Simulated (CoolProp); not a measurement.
Vapour pressure (MPa) of R227EA: the reference equation beside estimates from Tc = 374.9 K, pc = 2.925 MPa, ω = 0.358. Clausius-Clapeyron is anchored at 290 K with a constant enthalpy of vaporisation of 19.73 kJ/mol.

The numbers come from the reference Helmholtz-energy equation of state, Lemmon 2016 in CoolProp.

| T (K) | reference | Clausius-Clapeyron | Redlich-Kwong | Soave-Redlich-Kwong | Peng-Robinson |
|---|---|---|---|---|---|
| 290 | 0.3516 | 0.3516 | 0.5636 | 0.3538 | 0.3499 |
| 296.2 | 0.4282 | 0.4173 | 0.6579 | 0.4315 | 0.4263 |
| 302.4 | 0.5168 | 0.4918 | 0.7626 | 0.5215 | 0.5149 |
| 308.6 | 0.6186 | 0.5758 | 0.8782 | 0.6251 | 0.6168 |
| 314.7 | 0.7329 | 0.6683 | 1.003 | 0.7414 | 0.7314 |
| 320.9 | 0.8645 | 0.7731 | 1.142 | 0.8754 | 0.8637 |
| 327.1 | 1.013 | 0.8895 | 1.293 | 1.027 | 1.013 |
| 333.3 | 1.180 | 1.018 | 1.457 | 1.197 | 1.182 |
| 339.4 | 1.364 | 1.157 | 1.632 | 1.383 | 1.368 |
| 345.6 | 1.572 | 1.312 | 1.823 | 1.594 | 1.578 |
| 351.8 | 1.804 | 1.480 | 2.028 | 1.828 | 1.813 |
| 358 | 2.062 | 1.664 | 2.248 | 2.086 | 2.072 |

Absolute difference from the reference over all 12 rows, mean and median: Clausius-Clapeyron 10.7 and 11.4 %, Redlich-Kwong 31.7 and 29.9 %, Soave-Redlich-Kwong 1.2 and 1.2 %, Peng-Robinson 0.3 and 0.3 %.
